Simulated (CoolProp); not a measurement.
Vapour-liquid equilibrium of R22 (1) + R142b (2) at 0.00234 MPa; x and y are mole fractions of (1).

The numbers come from the multi-fluid Helmholtz-energy mixture model, Kamei 1995 and Lemmon 2006; pair parameters Bell 2016 in CoolProp.

```csv
x,"bubble temperature, mixture model (°C)","bubble temperature, Raoult's law (°C)","y, mixture model","y, Raoult's law"
0.05,-78.1,-78.2,0.248,0.252
0.2,(withheld),-84.5,0.617,0.634
0.35,-88.1,-88.7,0.782,0.798
0.5,(withheld),-91.8,0.876,0.885
0.65,-93.8,-94.2,0.935,0.936
0.8,(withheld),-96.2,0.972,0.970
0.95,(withheld),-97.9,0.995,0.994
```

Task: Fill in the missing entries.

Result: 
- 0.2, bubble temperature, mixture model (°C): -84.1
- 0.5, bubble temperature, mixture model (°C): -91.2
- 0.8, bubble temperature, mixture model (°C): -96.0
- 0.95, bubble temperature, mixture model (°C): -97.8

The largest gap from Raoult's law is +0.6 K in bubble temperature, at x = 0.35. No azeotrope shows between x = 0.05 and 0.95.

The pair parameters rest on a limited set of measurements; away from them the model extrapolates.
